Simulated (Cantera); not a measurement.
A Cantera script and what it prints.

```python
import numpy as np
import cantera as ct

gas_names = [...]  # 130 gases of nasa_gas.yaml made of C, H, Mg, O, S
cond_names = """
    C(gr) C6H6(L) C7H8(L) C8H18(L),n-octa H2O(s) H2O(L) H2SO4(L) Mg(cr) Mg(L) MgCO3(s) MgO(s) MgO(L)
    MgO2H2(s) MgS(s) MgSO4(s) MgSO4(L) S(cr1) S(cr2) S(L)
""".split()


# ... load() reads the species with a 1 bar reference pressure and builds the phases ...
atoms = {
    'MgCO3': {'Mg': 1, 'C': 1, 'O': 3},
    'SO2': {'S': 1, 'O': 2},
    'H2O': {'H': 2, 'O': 1},
}
top_T = {'C(gr)': 4500, 'MgS(s)': 2250}  # K; cautious upper limits of use, not melting points


# ... equilibrate(T, P, feed) seeds the gas with the atoms and calls Mixture.equilibrate('TP', solver="vcs", rtol=1e-11, max_steps=5000) ...
results = []
feed = {'MgCO3': 1, 'SO2': 1.9, 'H2O': 0.37}  # mol
T = 725  # K
for P in [1000, 2600, 6700, 17000, 45000, 120000, 300000, 770000, 2000000]:
    mix = equilibrate(T, P, feed)
    results.append((T, P, feed, dict(zip(mix.species_names, mix.species_moles))))

top = {s: max(r[3][s] / sum(r[3][g] for g in gas_names) for r in results) for s in gas_names}
cols = sorted((s for s in top if top[s] > 1e-06), key=lambda s: -top[s])[:5]
seen = [c for c in cond_names if any(r[3].get(c, 0) > 1e-12 for r in results)]
print("log10 of partial pressures in bar; condensed amounts in mol")
print(f"{'P/Pa':>10s}" + "".join(f"{s[:9]:>10s}" for s in cols + seen))
for T, P, feed, n in results:
    ng = sum(n[g] for g in gas_names)
    print(f"{P:10.4g}" + "".join(f"{np.log10(max(n[s] / ng * P / 1e5, 1e-99)):10.3f}" for s in cols)
          + "".join(f"{n.get(c, 0):10.4g}" for c in seen))
```

It prints:

```
log10 of partial pressures in bar; condensed amounts in mol
      P/Pa       SO2       CO2       H2O        S2       H2S    MgO(s)  MgSO4(s)      S(L)
      1000    -2.236    -2.514    -2.946    -5.671    -6.006    0.9959  0.004088         0
      2600    -1.862    -2.063    -2.506    -3.425    -4.069    0.7886    0.2114         0
      6700    -1.679    -1.523    -2.014    -2.328    -2.845    0.1839    0.8161         0
   1.7e+04    -1.426    -1.060    -1.574    -1.958    -2.254         0         1         0
   4.5e+04    -0.997    -0.627    -1.128    -1.780    -1.889         0         1         0
   1.2e+05    -0.570    -0.194    -0.680    -1.642    -1.552         0         1         0
     3e+05    -0.172     0.208    -0.267    -1.527    -1.251         0         1         0
   7.7e+05     0.235     0.620     0.155    -1.416    -0.950         0         1         0
     2e+06     0.655     1.043     0.590    -1.391    -0.705         0         1    0.2559
```

Method: chemical equilibrium by Gibbs-energy minimisation in Cantera with the NASA 1993 tables (ideal gas, pure condensed phases). Gases not in the tables: S3 to S7.
